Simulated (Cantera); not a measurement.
Cantera with NASA thermochemical tables; ideal gases at 1 bar, condensed phases pure. Values are per mole of reaction as written; species without (g) are pure solids or liquids, kept so even where they would boil at 1 bar. TaC: taken at fixed stoichiometry.

Between 723 and 1123 K, where is each reaction favourable under standard conditions?
- 6 TaC + 3 H2(g) → 6 Ta + C6H6(g)


- 6 TaC + 3 H2(g) → 6 Ta + C6H6(g): ΔG° is 1054 kJ at 723 K and 1129 kJ at 1123 K; it stays positive (K < 1). ΔH° is 914 kJ and ΔS° -191 J/K at 1123 K.
